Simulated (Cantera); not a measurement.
## Diamond growth

A diamond (100) surface in a fixed gas of H2 with x(CH4) = 0.0092, x(H) = 0.00062, x(CH3) = 0.00067, at 1400 K; coverages are run to steady state.

Model: the Harris–Goodwin 1993 mechanism for the reconstructed diamond (100) surface, integrated in Cantera.

```json
[
 {"P (Pa)": "1400", "growth (µm/h)": "0.0981", "θ c6HH": "0.447", "θ c6H*": "0.0521", "θ c6*H": "0.476", "θ c6**": "0.0237", "θ c6HM": "4.03e-5"},
 {"P (Pa)": "2000", "growth (µm/h)": "0.190", "θ c6HH": "0.447", "θ c6H*": "0.0520", "θ c6*H": "0.476", "θ c6**": "0.0236", "θ c6HM": "5.81e-5"},
 {"P (Pa)": "2800", "growth (µm/h)": "0.350", "θ c6HH": "0.447", "θ c6H*": "0.0519", "θ c6*H": "0.475", "θ c6**": "0.0234", "θ c6HM": "8.24e-5"},
 {"P (Pa)": "4000", "growth (µm/h)": "0.654", "θ c6HH": "0.448", "θ c6H*": "0.0519", "θ c6*H": "0.475", "θ c6**": "0.0232", "θ c6HM": "0.000120"},
 {"P (Pa)": "5800", "growth (µm/h)": "1.23", "θ c6HH": "0.448", "θ c6H*": "0.0518", "θ c6*H": "0.474", "θ c6**": "0.0230", "θ c6HM": "0.000177"},
 {"P (Pa)": "8200", "growth (µm/h)": "2.14", "θ c6HH": "0.448", "θ c6H*": "0.0518", "θ c6*H": "0.474", "θ c6**": "0.0228", "θ c6HM": "0.000255"},
 {"P (Pa)": "12000", "growth (µm/h)": "3.84", "θ c6HH": "0.447", "θ c6H*": "0.0517", "θ c6*H": "0.473", "θ c6**": "0.0226", "θ c6HM": "0.000381"},
 {"P (Pa)": "17000", "growth (µm/h)": "6.39", "θ c6HH": "0.447", "θ c6H*": "0.0517", "θ c6*H": "0.473", "θ c6**": "0.0224", "θ c6HM": "0.000550"}
]
```
θ: site fractions in the mechanism's names (c6HH fully hydrogenated, c6H* and c6*H radical sites, c6** diradical, c6HM methylated).
